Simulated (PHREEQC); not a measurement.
A column of 0.1 m (30 cells, dispersivity 0.005 m, 300 s a shift, diffusion coefficient 3e-10 m²/s) holds 0.013 eq of the database's cation exchanger X per kg of pore water, first in equilibrium with 0.91 mmol/kgw LiCl, 88 mmol/kgw MgSO4 and 0.01 mmol/kgw HCl. It is flushed with 5.4 mmol/kgw ZnCl2 and 0.01 mmol/kgw HCl, at 25 °C. Values are for the last cell. CO2 from the air is kept out. No solid was allowed to form.

Model: ion-association model, phreeqc.dat, run in PHREEQC.

| pore volumes | Zn in solution (mol/kgw) | S in solution (mol/kgw) | Li in solution (mol/kgw) | Mg in solution (mol/kgw) | Cl in solution (mol/kgw) | LiX on the exchanger (mol/kgw) |
|---|---|---|---|---|---|---|
| 0 | 0 | 0.0880 | 0.000910 | 0.0880 | 0.000920 | 2.25e-5 |
| 0.35 | 3.61e-7 | 0.0880 | 0.000910 | 0.0880 | 0.000923 | 2.25e-5 |
| 0.5167 | 4.01e-5 | 0.0860 | 0.000892 | 0.0861 | 0.00114 | 2.22e-5 |
| 0.6833 | 0.000276 | 0.0755 | 0.000790 | 0.0759 | 0.00233 | 2.08e-5 |
| 1.017 | 0.000949 | 0.0367 | 0.000403 | 0.0389 | 0.00669 | 1.39e-5 |
| 1.35 | 0.00107 | 0.0116 | 0.000139 | 0.0152 | 0.00950 | 6.76e-6 |
| 1.517 | 0.00107 | 0.00596 | 7.58e-5 | 0.00991 | 0.0101 | 4.23e-6 |
| 1.683 | 0.00116 | 0.00294 | 4.00e-5 | 0.00699 | 0.0105 | 2.46e-6 |
| 2.017 | 0.00175 | 0.000657 | 1.04e-5 | 0.00427 | 0.0107 | 6.86e-7 |
| 2.35 | 0.00282 | 0.000137 | 2.51e-6 | 0.00271 | 0.0108 | 1.62e-7 |
| 2.517 | 0.00339 | 6.16e-5 | 1.21e-6 | 0.00207 | 0.0108 | 7.65e-8 |
| 2.683 | 0.00390 | 2.75e-5 | 5.75e-7 | 0.00153 | 0.0108 | 3.58e-8 |
| 3.017 | 0.00463 | 5.36e-6 | 1.27e-7 | 0.000776 | 0.0108 | 7.73e-9 |
| 3.35 | 0.00503 | 1.03e-6 | 2.77e-8 | 0.000370 | 0.0108 | 1.66e-9 |
| 3.517 | 0.00515 | 4.49e-7 | 1.29e-8 | 0.000252 | 0.0108 | 7.66e-10 |
| 3.683 | 0.00523 | 1.95e-7 | 5.95e-9 | 0.000170 | 0.0108 | 3.54e-10 |
| 4.017 | 0.00532 | 3.69e-8 | 1.27e-9 | 7.67e-5 | 0.0108 | 7.51e-11 |
| 4.35 | 0.00537 | 6.91e-9 | 2.69e-10 | 3.42e-5 | 0.0108 | 1.59e-11 |
| 4.517 | 0.00538 | 2.99e-9 | 1.23e-10 | 2.27e-5 | 0.0108 | 7.30e-12 |
| 4.683 | 0.00538 | 1.29e-9 | 5.67e-11 | 1.51e-5 | 0.0108 | 3.35e-12 |
| 5.017 | 0.00539 | 2.41e-10 | 1.19e-11 | 6.61e-6 | 0.0108 | 7.06e-13 |
